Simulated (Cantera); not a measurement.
An isothermal, constant-pressure homogeneous reactor starts with 1.89 % CH4, 98.1 % N2, at 1623 K and 1.01 bar.

Computed with Cantera and GRI-Mech 3.0 (53 species, 325 reactions). GRI-Mech 3.0 stops at C3 and has no aromatics, soot or wall deposition, so with more carbon than oxygen in the feed, carbon stays in small species such as C2H2 where larger ones or solid carbon would form.

x: mole fraction; the columns are a selection and need not sum to one.

```
t (s)        x CH4     x C2H    x CH3     x HCN    x C2H4      x H2   x C2H6
--------  --------  --------  -------  --------  --------  --------  -------
5.00e-5     0.0189    <1e-12      [?]    <1e-12   1.51e-9   2.43e-6  4.02e-9
0.000183    0.0188    <1e-12      [?]    <1e-12   7.95e-8   9.30e-6  1.78e-7
0.000671    0.0188    <1e-12      [?]  6.66e-12   3.33e-6   4.04e-5  4.83e-6
0.00246     0.0185  4.47e-11      [?]  2.06e-10   8.47e-5  0.000304  4.45e-5
0.00902     0.0162   1.48e-9      [?]   8.24e-9  0.000698   0.00297  8.55e-5
0.0330      0.0114   6.06e-9      [?]   5.93e-8  0.000315    0.0105  2.60e-5
0.121      0.00611   9.91e-9      [?]   1.97e-7   6.70e-5    0.0186  5.88e-6
0.444      0.00228   1.27e-8      [?]   4.48e-7   2.49e-5    0.0244  7.67e-7
1.63      0.000675   1.40e-8      [?]   7.42e-7   2.24e-5    0.0267  6.77e-8
5.96      0.000205   1.44e-8      [?]   1.04e-6   2.30e-5    0.0274  6.73e-9
21.8      0.000113   1.45e-8  9.57e-7   1.46e-6   2.32e-5    0.0276  2.44e-9
80.0      0.000111   1.45e-8  9.35e-7   2.83e-6   2.32e-5    0.0276  2.35e-9
```

**Question.** Fill in the missing entries.

**Answer.** 
- 5.00e-5, x CH3: 4.94e-6
- 0.000183, x CH3: 1.80e-5
- 0.000671, x CH3: 5.75e-5
- 0.00246, x CH3: 0.000139
- 0.00902, x CH3: 0.000186
- 0.0330, x CH3: 0.000105
- 0.121, x CH3: 5.15e-5
- 0.444, x CH3: 1.90e-5
- 1.63, x CH3: 5.67e-6
- 5.96, x CH3: 1.73e-6
